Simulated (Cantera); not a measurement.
Cantera run, input and output.

```python
import numpy as np
import cantera as ct

surf = ct.Interface("ptcombust.yaml", "Pt_surf")
gas = surf.adjacent["gas"]
gas.TPX = 575, 500000, {'H2': 0.002, 'O2': 0.16, 'N2': 0.79}
surf.TP = 575, 500000
reactor = ct.FlowReactor(gas, clone=False)
reactor.area = 0.0001  # m2
reactor.surface_area_to_volume_ratio = 840  # 1/m
reactor.mass_flow_rate = 0.66 * reactor.area * gas.density  # inlet velocity 0.66 m/s
reactor.energy_enabled = False
wall = ct.ReactorSurface(surf, reactor, clone=False)
net = ct.ReactorNet([reactor])
net.rtol, net.atol = 1e-8, 1e-16
show, cover = ['H2', 'O2', 'H2O'], ['PT(S)', 'H(S)', 'O(S)', 'OH(S)', 'CO(S)', 'C(S)']

rows = []
print(f"{'z/m':>9s}{'u/(m/s)':>9s}" + "".join(f"{s:>13s}" for s in show + cover))
for z in [0.00061, 0.0013, 0.0028, 0.0061, 0.013, 0.028, 0.061]:
    net.advance(z)
    rows.append([reactor.speed, *gas[show].X, *surf[cover].coverages])
    print(f"{z:9.4g}{rows[-1][0]:9.3g}" + "".join(f"{x:13.4e}" for x in rows[-1][1:]))
```

Result:

```
      z/m  u/(m/s)           H2           O2          H2O        PT(S)         H(S)         O(S)        OH(S)        CO(S)         C(S)
  0.00061     0.66   1.4497e-03   1.6780e-01   6.5179e-04   1.3819e-02   5.1390e-09   9.8127e-01   4.9060e-03  -6.8849e-25  -9.6867e-29
   0.0013     0.66   1.0729e-03   1.6764e-01   1.0290e-03   1.0237e-02   2.8210e-09   9.8512e-01   4.6348e-03  -2.0755e-26  -3.7774e-30
   0.0028     0.66   6.8519e-04   1.6748e-01   1.4171e-03   6.5457e-03   1.1566e-09   9.8943e-01   4.0208e-03  -1.9129e-25  -2.7718e-29
   0.0061    0.659   3.8141e-04   1.6735e-01   1.7212e-03   3.6500e-03   3.6241e-10   9.9317e-01   3.1766e-03  -9.4439e-27  -3.2394e-31
    0.013    0.659   1.9763e-04   1.6727e-01   1.9052e-03   1.8997e-03   9.9365e-11   9.9573e-01   2.3654e-03   1.2072e-26   4.7307e-31
    0.028    0.659   9.6004e-05   1.6723e-01   2.0069e-03   9.3936e-04   2.4526e-11   9.9737e-01   1.6916e-03  -1.6982e-27  -2.3468e-31
    0.061    0.659   4.3991e-05   1.6721e-01   2.0590e-03   4.6436e-04   5.8182e-12   9.9834e-01   1.1995e-03  -7.5004e-28   1.2159e-32
```

Computed with Cantera and Deutschmann's 1995 Pt surface mechanism with GRI-Mech 3.0 gas chemistry. Catalytic surfaces can have several steady states; this one follows from the mechanism file's or the stated starting coverage. Mass transfer to the wall is taken as infinitely fast.
